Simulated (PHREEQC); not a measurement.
**Copper plating or etch bath: an equilibrium model**

Consider water at 20 °C with 110 mmol/kgw CuSO4, 26 mmol/kgw H2SO4 and 0.22 mmol/kgw FeCl3. Closed to the air; pH follows from the charge balance.

Computed with PHREEQC (ion-association model, phreeqc.dat).

| Quantity | Value |
|---|---|
| pH | 1.76 |
| ionic strength | 0.256 mol/kgw |
| specific conductance | 14400 µS/cm |
| density | 1.017 g/cm³ |
| total alkalinity | -52.4 meq/kg |

```json
[
 {"species": "Cu+2", "molality": "0.0595", "activity": "0.0183", "log γ": "-0.513"},
 {"species": "SO4-2", "molality": "0.0551", "activity": "0.0149", "log γ": "-0.570"},
 {"species": "CuSO4", "molality": "0.0504", "activity": "0.0535", "log γ": "0.026"},
 {"species": "HSO4-", "molality": "0.0302", "activity": "0.0223", "log γ": "-0.131"},
 {"species": "H+", "molality": "0.0218", "activity": "0.0172", "log γ": "-0.103"},
 {"species": "Cl-", "molality": "0.000636", "activity": "0.000445", "log γ": "-0.155"},
 {"species": "FeSO4+", "molality": "0.000150", "activity": "0.000108", "log γ": "-0.140"},
 {"species": "Fe(SO4)2-", "molality": "4.67e-5", "activity": "3.45e-5", "log γ": "-0.131"},
 {"species": "CuCl+", "molality": "2.43e-5", "activity": "1.70e-5", "log γ": "-0.154"}
]
```

No solid was allowed to form. The solution is supersaturated, for example in Hematite (slow to form), so a real one may precipitate; this is no full list. Complexes and solids missing from the database can't appear.
